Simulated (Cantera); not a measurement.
Charge: 1 mol PbO, a varied amount of H₂, equilibrated at 1198 K and 100000 Pa.

Equilibrium computed with Cantera from the NASA thermochemical tables; the gas is ideal and each condensed phase is pure. Candidate condensed phases: H₂O, Pb, PbO, PbO₂, Pb₃O₄; 12 gas species. Each liquid is taken as pure. Mutual solubility and eutectic melting of coexisting phases are not modelled. Rates play no part.

**Question.** Which condensed phases are stable at each of these points (n(H₂) (mol)): 0.58, 1.2, 2.4, 5, 10, 21, 43?

**Answer.** 
```
n(H₂) (mol)  condensed phases  Pb condensed (%)
-----------  ----------------  ----------------
0.58           Pb(l) + PbO(l)             100.0
1.2                     Pb(l)              99.9
2.4                     Pb(l)              99.9
5                       Pb(l)              99.7
10                      Pb(l)              99.4
21                      Pb(l)              98.7
43                      Pb(l)              97.3
```

At 0.58 mol H₂ the condensed part is Pb(l) + PbO(l). From 1.2 mol H₂ to 43 mol H₂ the condensed part is Pb(l).
